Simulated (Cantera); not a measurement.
Feed: 1 mol PbO, 290 mol H2, 4.5 mol H2O, equilibrated at 1550 K and 460 Pa.

Equilibrium computed with Cantera from the NASA thermochemical tables; the gas is ideal and each condensed phase is pure. Candidate condensed phases: H2O, Pb, PbO, PbO2, Pb3O4; 12 gas species. The numbers say what is thermodynamically allowed, not how fast it happens.

Base state: H2 0.978, H2O 0.0186, Pb 0.00338, H 0.000459 (mole fractions); condensed: gas only.

Question: What changes in the equilibrium state with this change: PbO replaced by Fe2O3?

Answer: 
| species | before | after |
|---|---|---|
| H2 | 0.978 | 0.974 |
| H2O | 0.0186 | 0.0255 |
| H | 0.000459 | 0.000458 |
| Pb | 0.00338 | 0 |
| Fe | 0 | 9.11e-5 |
| Fe(γ), mol | 0 | 1.97 |
Further candidate phases: Fe, FeO, Fe(OH)2, Fe(OH)3, Fe2O3, Fe3O4.
